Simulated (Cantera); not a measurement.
Mixture: 5.23 % CH4, 18.4 % O2, 73.2 % N2, 3.19 % H2O, equivalence ratio 0.57, at 608 Torr, adiabatic and at constant volume. Ignition delay is the time to a rise of 400 K.

Computed with Cantera and GRI-Mech 3.0 (53 species, 325 reactions).

Task: Predict: delay at 1275 K; delay at 1425 K; delay at 1575 K; delay at 1725 K; apparent activation energy between 1650 and 1800 K.

Result: 
```json
{
  "delay at 1275 K": "15.9 ms",
  "delay at 1425 K": "2.60 ms",
  "delay at 1575 K": "0.621 ms",
  "delay at 1725 K": "0.204 ms",
  "apparent activation energy between 1650 and 1800 K": "160 kJ/mol"
}
```
